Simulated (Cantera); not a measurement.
A perfectly stirred reactor is fed with H2 : O2 : N2 = 0.14 : 1 : 0.14 (molar parts), equivalence ratio 0.070, at 18.8 Torr; it is held at 1300 K, and followed from long to short residence time.

Model: the H2/O2 subset of GRI-Mech 3.0, which has no nitrogen chemistry, integrated in Cantera. Radical loss at walls, strong at low pressure, is not modelled. The temperature is held fixed by assumption; the heat of reaction is taken as removed at once.

Problem. What does this change do: pressure from 18.8 Torr to 1.58 Torr?

Solution. 
```csv
quantity,before,after
x(H2) at τ = 0.400 s,0.000388,0.00323
x(O2) at τ = 0.400 s,0.764,0.720
x(H2O) at τ = 0.400 s,0.114,0.0948
x(OH) at τ = 0.400 s,0.00233,0.00777
x(H2O2) at τ = 0.400 s,1.69e-7,2.49e-8
x(H2) at τ = 53.0 ms,0.00132,0.00523
x(O2) at τ = 53.0 ms,0.755,0.708
x(H2O) at τ = 53.0 ms,0.110,0.0868
x(OH) at τ = 53.0 ms,0.00440,0.00892
x(H2O2) at τ = 53.0 ms,2.59e-7,2.58e-8
```

Problem. What does this change do: pressure from 18.8 Torr to 1.13 Torr?

Solution. 
| quantity | before | after |
|---|---|---|
| x(H2) at τ = 0.400 s | 0.000388 | 0.00362 |
| x(O2) at τ = 0.400 s | 0.764 | 0.713 |
| x(H2O) at τ = 0.400 s | 0.114 | 0.0917 |
| x(OH) at τ = 0.400 s | 0.00233 | 0.00816 |
| x(H2O2) at τ = 0.400 s | 1.69e-7 | 1.75e-8 |
| x(H2) at τ = 53.0 ms | 0.00132 | 0.00589 |
| x(O2) at τ = 53.0 ms | 0.755 | 0.708 |
| x(H2O) at τ = 53.0 ms | 0.110 | 0.0854 |
| x(OH) at τ = 53.0 ms | 0.00440 | 0.00917 |
| x(H2O2) at τ = 53.0 ms | 2.59e-7 | 1.90e-8 |

Problem. What does this change do: pressure from 18.8 Torr to 11.3 Torr?

Solution. 
```json
[
 {"quantity": "x(H2) at τ = 0.400 s", "before": "0.000388", "after": "0.000633"},
 {"quantity": "x(O2) at τ = 0.400 s", "before": "0.764", "after": "0.761"},
 {"quantity": "x(H2O) at τ = 0.400 s", "before": "0.114", "after": "0.112"},
 {"quantity": "x(OH) at τ = 0.400 s", "before": "0.00233", "after": "0.00323"},
 {"quantity": "x(H2O2) at τ = 0.400 s", "before": "1.69e-7", "after": "1.30e-7"},
 {"quantity": "x(H2) at τ = 53.0 ms", "before": "0.00132", "after": "0.00202"},
 {"quantity": "x(O2) at τ = 53.0 ms", "before": "0.755", "after": "0.745"},
 {"quantity": "x(H2O) at τ = 53.0 ms", "before": "0.110", "after": "0.106"},
 {"quantity": "x(OH) at τ = 53.0 ms", "before": "0.00440", "after": "0.00576"},
 {"quantity": "x(H2O2) at τ = 53.0 ms", "before": "2.59e-7", "after": "1.75e-7"}
]
```
